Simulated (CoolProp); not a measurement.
A single-stage vapour-compression cycle with R142b: evaporating at 327.15 K (dew point), condensing at 377.15 K (bubble point), superheat 8 K, subcooling 2 K, compressor efficiency 0.7, no pressure losses. Each further row changes one setting.

Values from CoolProp's reference Helmholtz-energy equation of state, Lemmon 2006. It is a short technical equation, of lower accuracy than the large ones.

```tsv
case	cooling COP	pressure ratio	discharge temperature (K)	refrigerating effect (kJ/kg)	volumetric capacity (kJ/m³)
as stated	3.22	2.96	392.5	116	3690
evaporating temperature 332.15 K	___	2.62	391.7	___	4280
condensing temperature 372.15 K	___	2.69	___	124	3950
subcooling 7 K	3.46	2.96	392.5	124	3960
superheat 18 K	___	2.96	402.1	___	3830
compressor efficiency 0.6	2.76	2.96	397.0	116	3690
```

What belongs in the gaps?


- evaporating temperature 332.15 K, cooling COP: 3.74
- evaporating temperature 332.15 K, refrigerating effect (kJ/kg): 119
- condensing temperature 372.15 K, cooling COP: 3.77
- condensing temperature 372.15 K, discharge temperature (K): 386.9
- superheat 18 K, cooling COP: 3.31
- superheat 18 K, refrigerating effect (kJ/kg): 126
